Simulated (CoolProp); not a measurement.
Saturation properties of fluorine.

Model: reference Helmholtz-energy equation of state, de Reuck 1990, in CoolProp.

```json
[
 {"T (K)": "95.6", "p (MPa)": "0.2943", "vapour density (kg/m³)": "15.15", "enthalpy of vaporisation (kJ/kg)": "[?]", "liquid cp (kJ/(kg K))": "1.557", "surface tension (mN/m)": "10.6"},
 {"T (K)": "99.3", "p (MPa)": "0.4038", "vapour density (kg/m³)": "20.37", "enthalpy of vaporisation (kJ/kg)": "159.2", "liquid cp (kJ/(kg K))": "1.581", "surface tension (mN/m)": "9.64"},
 {"T (K)": "103", "p (MPa)": "0.5409", "vapour density (kg/m³)": "26.85", "enthalpy of vaporisation (kJ/kg)": "154.6", "liquid cp (kJ/(kg K))": "[?]", "surface tension (mN/m)": "8.69"},
 {"T (K)": "106.7", "p (MPa)": "0.7093", "vapour density (kg/m³)": "34.80", "enthalpy of vaporisation (kJ/kg)": "149.6", "liquid cp (kJ/(kg K))": "1.642", "surface tension (mN/m)": "7.75"},
 {"T (K)": "110.4", "p (MPa)": "0.9130", "vapour density (kg/m³)": "44.48", "enthalpy of vaporisation (kJ/kg)": "144.2", "liquid cp (kJ/(kg K))": "1.684", "surface tension (mN/m)": "[?]"},
 {"T (K)": "114.1", "p (MPa)": "1.156", "vapour density (kg/m³)": "[?]", "enthalpy of vaporisation (kJ/kg)": "[?]", "liquid cp (kJ/(kg K))": "1.737", "surface tension (mN/m)": "5.94"},
 {"T (K)": "117.8", "p (MPa)": "1.442", "vapour density (kg/m³)": "70.35", "enthalpy of vaporisation (kJ/kg)": "131.9", "liquid cp (kJ/(kg K))": "1.806", "surface tension (mN/m)": "[?]"},
 {"T (K)": "121.6", "p (MPa)": "1.785", "vapour density (kg/m³)": "88.06", "enthalpy of vaporisation (kJ/kg)": "[?]", "liquid cp (kJ/(kg K))": "1.901", "surface tension (mN/m)": "4.20"},
 {"T (K)": "125.3", "p (MPa)": "2.172", "vapour density (kg/m³)": "109.2", "enthalpy of vaporisation (kJ/kg)": "116.4", "liquid cp (kJ/(kg K))": "2.034", "surface tension (mN/m)": "[?]"},
 {"T (K)": "129", "p (MPa)": "2.617", "vapour density (kg/m³)": "135.5", "enthalpy of vaporisation (kJ/kg)": "107.1", "liquid cp (kJ/(kg K))": "2.233", "surface tension (mN/m)": "2.61"}
]
```

Problem. What belongs in the gaps?

Solution. 
- 95.6, enthalpy of vaporisation (kJ/kg): 163.5
- 103, liquid cp (kJ/(kg K)): 1.608
- 110.4, surface tension (mN/m): 6.84
- 114.1, vapour density (kg/m³): 56.19
- 114.1, enthalpy of vaporisation (kJ/kg): 138.3
- 117.8, surface tension (mN/m): 5.07
- 121.6, enthalpy of vaporisation (kJ/kg): 124.5
- 125.3, surface tension (mN/m): 3.39

It boils at 85.0 K under 1 atm.

Surface tension comes from a separate correlation (Mulero 2012).
